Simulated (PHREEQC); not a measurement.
A solution holds 0.027 mol NH3, 1.4e-05 mol CO2 and 0.024 mol K2CO3 per kg of water, at 66 °C. Closed to the air; pH follows from the charge balance.

Equilibrium calculation in PHREEQC: ion-association model, wateq4f.dat.

- pH = 10.46
- ionic strength = 0.0676 mol/kgw
- total alkalinity = 75.0 meq/kg

```json
[
 {"species": "K+", "molality": "0.0480", "activity": "0.0373", "log γ": "-0.109"},
 {"species": "NH3", "molality": "0.0268", "activity": "0.0268", "log γ": "0.000"},
 {"species": "CO3-2", "molality": "0.0194", "activity": "0.00789", "log γ": "-0.391"},
 {"species": "OH-", "molality": "0.00474", "activity": "0.00368", "log γ": "-0.110"},
 {"species": "HCO3-", "molality": "0.00461", "activity": "0.00368", "log γ": "-0.098"},
 {"species": "NH4+", "molality": "0.000163", "activity": "0.000129", "log γ": "-0.103"},
 {"species": "CO2", "molality": "2.48e-7", "activity": "2.52e-7", "log γ": "0.007"}
]
```

Precipitation was switched off in this run. Carbamate, which ammonia and carbonate form, is missing from the database. Constants without temperature data keep their 25 °C values here.
